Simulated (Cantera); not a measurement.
# Stirred combustor or abatement burner

A perfectly stirred reactor is fed with CO : H₂ : O₂ : N₂ : H₂O = 1 : 0.22 : 0.836 : 3.14 : 0.074 (molar parts), equivalence ratio 0.73, at 100000 Pa; it is adiabatic with a 448 K inlet, and is followed from long to short residence time, starting on the burning branch (τ in s: 0.033, 0.017, 0.0089, 0.0046, 0.0024, 0.0012, 0.00064, 0.00033, 0.00017, 8.8e-05, 4.5e-05, 2.3e-05, 1.2e-05).

Cantera simulation using GRI-Mech 3.0 (53 species, 325 reactions); the numbers are that mechanism's predictions, not measurements.

```json
[
 {"τ (s)": "0.033", "T (K)": "2167", "x CO": "0.0131", "x H₂": "0.000733", "x O₂": "0.0528", "x HO₂": "1.90e-6", "x O": "0.00150", "x H₂O₂": "5.50e-8", "x OH": "0.00410"},
 {"τ (s)": "0.017", "T (K)": "2131", "x CO": "0.0171", "x H₂": "0.000985", "x O₂": "0.0546", "x HO₂": "2.30e-6", "x O": "0.00211", "x H₂O₂": "6.54e-8", "x OH": "0.00466"},
 {"τ (s)": "0.0089", "T (K)": "2084", "x CO": "0.0222", "x H₂": "0.00132", "x O₂": "0.0568", "x HO₂": "3.07e-6", "x O": "0.00297", "x H₂O₂": "8.34e-8", "x OH": "0.00524"},
 {"τ (s)": "0.0046", "T (K)": "2025", "x CO": "0.0283", "x H₂": "0.00176", "x O₂": "0.0593", "x HO₂": "4.40e-6", "x O": "0.00418", "x H₂O₂": "1.13e-7", "x OH": "0.00578"},
 {"τ (s)": "0.0024", "T (K)": "1955", "x CO": "0.0350", "x H₂": "0.00227", "x O₂": "0.0621", "x HO₂": "6.41e-6", "x O": "0.00574", "x H₂O₂": "1.59e-7", "x OH": "0.00619"},
 {"τ (s)": "0.0012", "T (K)": "1868", "x CO": "0.0426", "x H₂": "0.00288", "x O₂": "0.0653", "x HO₂": "9.42e-6", "x O": "0.00777", "x H₂O₂": "2.43e-7", "x OH": "0.00638"},
 {"τ (s)": "0.00064", "T (K)": "1777", "x CO": "0.0503", "x H₂": "0.00345", "x O₂": "0.0686", "x HO₂": "1.30e-5", "x O": "0.00984", "x H₂O₂": "3.77e-7", "x OH": "0.00625"},
 {"τ (s)": "0.00033", "T (K)": "1664", "x CO": "0.0604", "x H₂": "0.00399", "x O₂": "0.0734", "x HO₂": "1.81e-5", "x O": "0.0118", "x H₂O₂": "6.47e-7", "x OH": "0.00567"},
 {"τ (s)": "0.00017", "T (K)": "1510", "x CO": "0.0787", "x H₂": "0.00439", "x O₂": "0.0828", "x HO₂": "2.71e-5", "x O": "0.0121", "x H₂O₂": "1.29e-6", "x OH": "0.00435"},
 {"τ (s)": "8.8e-5", "T (K)": "448", "x CO": "0.190", "x H₂": "0.0417", "x O₂": "0.159", "x HO₂": "<1e-12", "x O": "<1e-12", "x H₂O₂": "<1e-12", "x OH": "<1e-12"},
 {"τ (s)": "4.5e-5", "T (K)": "448", "x CO": "0.190", "x H₂": "0.0417", "x O₂": "0.159", "x HO₂": "<1e-12", "x O": "<1e-12", "x H₂O₂": "<1e-12", "x OH": "<1e-12"},
 {"τ (s)": "2.3e-5", "T (K)": "448", "x CO": "0.190", "x H₂": "0.0417", "x O₂": "0.159", "x HO₂": "<1e-12", "x O": "<1e-12", "x H₂O₂": "<1e-12", "x OH": "<1e-12"},
 {"τ (s)": "1.2e-5", "T (K)": "448", "x CO": "0.190", "x H₂": "0.0417", "x O₂": "0.159", "x HO₂": "<1e-12", "x O": "<1e-12", "x H₂O₂": "<1e-12", "x OH": "<1e-12"}
]
```
x: mole fraction; the columns are a selection and need not sum to one.
